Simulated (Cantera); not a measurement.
**Transport properties of process gases**

Gas mixture: 100 % N2O, at 3.53 Torr, frozen composition.

Cantera's kinetic-theory transport with the Lennard-Jones parameters of GRI-Mech 3.0, ideal gas; thermal conductivity in the mixture-averaged form. The composition is frozen, though it would react at the higher temperatures.

```csv
T (K),ρ (kg/m³),cp (J/kg/K),μ (µPa s),λ (mW/m/K),Pr,D (cm²/s) OH,D (cm²/s) H,D (cm²/s) NH3
400,0.00622,970.3,19.5,25.5,0.741,88.5,358,60.8
550,0.00452,1073,25.5,37.0,0.739,155,634,112
700,0.00355,1150,30.8,47.9,0.739,234,967,176
850,0.00293,1210,35.6,58.2,0.739,325,1350,250
1000,0.00249,1255,40.0,68.0,0.739,427,1780,334
1150,0.00216,1285,44.1,77.1,0.736,540,2260,427
1300,0.00191,1311,48.0,85.8,0.734,663,2780,529
```
D: mixture-averaged diffusion coefficient of that species in the mixture.
